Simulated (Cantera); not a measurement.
Cantera run:

```python
import numpy as np
import cantera as ct

gas_names = """
    H H2 N NH NH2 NH3 N2 N2H2 N2H4 Pb Pb2
""".split()
cond_names = """
    Pb(cr) Pb(L)
""".split()


# ... load() reads the species with a 1 bar reference pressure and builds the phases ...
atoms = {
    'Pb': {'Pb': 1},
    'N2': {'N': 2},
    'H2': {'H': 2},
}
top_T = {}  # K; cautious upper limits of use, not melting points


# ... equilibrate(T, P, feed) seeds the gas with the atoms and calls Mixture.equilibrate('TP', solver="vcs", rtol=1e-11, max_steps=5000) ...
results = []
feed = {'Pb': 1, 'N2': 1.9, 'H2': 5.2}  # mol
P = 100000  # Pa
for T in [548, 648, 748, 848, 948, 1048, 1148, 1248, 1348, 1448, 1548, 1648]:
    mix = equilibrate(T, P, feed)
    results.append((T, P, feed, dict(zip(mix.species_names, mix.species_moles))))

top = {s: max(r[3][s] / sum(r[3][g] for g in gas_names) for r in results) for s in gas_names}
cols = sorted((s for s in top if top[s] > 1e-05), key=lambda s: -top[s])[:9]
seen = [c for c in cond_names if any(r[3].get(c, 0) > 1e-12 for r in results)]
print("log10 of partial pressures in bar; condensed amounts in mol")
print(f"{'T/K':>10s}" + "".join(f"{s[:9]:>10s}" for s in cols + seen))
for T, P, feed, n in results:
    ng = sum(n[g] for g in gas_names)
    print(f"{T:10.4g}" + "".join(f"{np.log10(max(n[s] / ng * P / 1e5, 1e-99)):10.3f}" for s in cols)
          + "".join(f"{n.get(c, 0):10.4g}" for c in seen))
```

Result:

```
log10 of partial pressures in bar; condensed amounts in mol
       T/K        H2        N2        Pb       NH3       Pb2         H    Pb(cr)     Pb(L)
       548    -0.151    -0.585   -12.883    -1.478   -23.920   -18.225         1         0
       648    -0.138    -0.575   -10.075    -2.209   -19.172   -14.986         0         1
       748    -0.136    -0.573    -8.058    -2.772   -15.775   -12.609         0         1
       848    -0.136    -0.573    -6.524    -3.213   -13.198   -10.788         0         1
       948    -0.135    -0.573    -5.320    -3.567   -11.178    -9.348         0         1
      1048    -0.135    -0.573    -4.350    -3.856    -9.555    -8.180         0    0.9997
      1148    -0.135    -0.573    -3.553    -4.098    -8.223    -7.213         0     0.998
      1248    -0.136    -0.573    -2.886    -4.303    -7.111    -6.399         0    0.9908
      1348    -0.137    -0.575    -2.321    -4.480    -6.169    -5.704         0    0.9659
      1448    -0.142    -0.579    -1.836    -4.640    -5.363    -5.106         0    0.8948
      1548    -0.152    -0.590    -1.415    -4.792    -4.665    -4.588         0    0.7158
      1648    -0.176    -0.613    -1.047    -4.955    -4.055    -4.138         0    0.2982
```

Cantera equilibrium calculation (NASA polynomials, part measured and part estimated; ideal gas, pure solids and liquids).
